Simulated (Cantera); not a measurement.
PbO + H2 + H2O (hydrogen reduction and annealing atmospheres)

Input: 1 mol PbO, 9 mol H2, 4.1 mol H2O, held at 0.100 bar.

Method: chemical equilibrium by Gibbs-energy minimisation in Cantera with the NASA 1993 tables (ideal gas, pure condensed phases). Candidate condensed phases: H2O, Pb, PbO, PbO2, Pb3O4; 12 gas species. Kinetics and transport are ignored.

At 1077 °C the condensed part is Pb(l). From 1127 °C to 1627 °C nothing is condensed. The main Pb-bearing gas is Pb throughout.

```
T (°C)  log p H2  log p H2O  log p Pb  log p H  log p PbO  n Pb(l)
------  --------  ---------  --------  -------  ---------  -------
1077       -1.24      -1.43     -2.31    -6.24      -6.40    0.326
1127       -1.25      -1.44     -2.15    -5.94      -6.07        0
1177       -1.25      -1.44     -2.15    -5.65      -5.91        0
1227       -1.25      -1.44     -2.15    -5.38      -5.76        0
1277       -1.25      -1.44     -2.15    -5.12      -5.62        0
1327       -1.25      -1.44     -2.15    -4.89      -5.49        0
1377       -1.25      -1.44     -2.15    -4.66      -5.37        0
1427       -1.25      -1.44     -2.15    -4.45      -5.26        0
1477       -1.25      -1.44     -2.15    -4.26      -5.15        0
1527       -1.25      -1.44     -2.15    -4.07      -5.05        0
1577       -1.25      -1.44     -2.15    -3.89      -4.95        0
1627       -1.25      -1.44     -2.15    -3.72      -4.86        0
```
log p: log10 of the partial pressure in bar; n: condensed amount in mol.
